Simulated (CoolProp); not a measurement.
Vapour-liquid equilibrium of CH2F2 (R32) (1) + fluoroethane (R161) (2) at 0.643 MPa; x and y are mole fractions of (1).

Computed with CoolProp (multi-fluid Helmholtz-energy mixture model, Tillner-Roth 1997 and Wu 2012; pair parameters Bell 2016).

Question: Give the bubble temperature and the first vapour's composition at x = 0.25, 0.35, 0.65. Is there an azeotrope?

Answer: x = 0.25: 278.2 K, y = 0.374; x = 0.35: 276.0 K, y = 0.484; x = 0.65: 270.8 K, y = 0.750. No azeotrope shows between x = 0.05 and 0.95.

Pair parameters are fitted to limited data, so mixtures are less certain than the pure fluids.
